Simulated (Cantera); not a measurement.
Cantera with NASA thermochemical tables; ideal gases at 1 bar, condensed phases pure. Values are per mole of reaction as written; species without (g) are pure solids or liquids, kept so even where they would boil at 1 bar.

3 Cu + Cu(OH)2 = 2 Cu2O + 2 H(g), with ΔH° = 544.9 kJ and ΔS° = 206.4 J/K at 300 K.

Q: How far is the shortcut ΔG° ≈ ΔH°(300 K) − T·ΔS°(300 K) from the full temperature-dependent value at 823, 873, 923, 973, 1023, 1073 K?

A: 
| T (K) | shortcut (kJ) | full (kJ) | difference (kJ) | difference in log10 K |
|---|---|---|---|---|
| 823 | 375.1 | 374.9 | 0.2 | -0.01 |
| 873 | 364.8 | 364.6 | 0.2 | -0.01 |
| 923 | 354.5 | 354.2 | 0.2 | -0.01 |
| 973 | 344.2 | 343.9 | 0.3 | -0.01 |
| 1023 | 333.9 | 333.6 | 0.3 | -0.01 |
| 1073 | 323.5 | 323.2 | 0.3 | -0.01 |
The shortcut ignores the heat-capacity change of the reaction.
